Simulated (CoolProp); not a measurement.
Vapour-liquid equilibrium of CHF3 (R23) (1) + sulfur hexafluoride (2) at 256.9 K; x and y are mole fractions of (1).

Model: multi-fluid Helmholtz-energy mixture model, Penoncello 2003 and Guder 2009; pair parameters Bell 2016, in CoolProp.

```csv
x,bubble pressure (bar),y at the bubble point,dew pressure at overall composition x (bar),liquid density (mol/L)
0.05,9.234,0.170,8.155,11.50
0.15,11.39,0.355,9.039,11.71
0.25,12.86,0.458,10.09,11.96
0.35,…,0.530,11.33,…
0.45,14.69,…,12.74,12.61
0.55,15.29,0.647,14.17,13.05
0.65,…,0.705,15.32,13.58
0.75,16.01,0.770,15.95,14.21
0.85,16.08,0.847,16.08,14.97
0.95,15.89,0.942,…,15.85
```

Task: Complete the blanks.

Result: 
- 0.35, bubble pressure (bar): 13.91
- 0.35, liquid density (mol/L): 12.26
- 0.45, y at the bubble point: 0.590
- 0.65, bubble pressure (bar): 15.73
- 0.95, dew pressure at overall composition x (bar): 15.86

y crosses x between x = 0.75 and 0.85: the model has an azeotrope there.

The pair parameters rest on a limited set of measurements; away from them the model extrapolates.
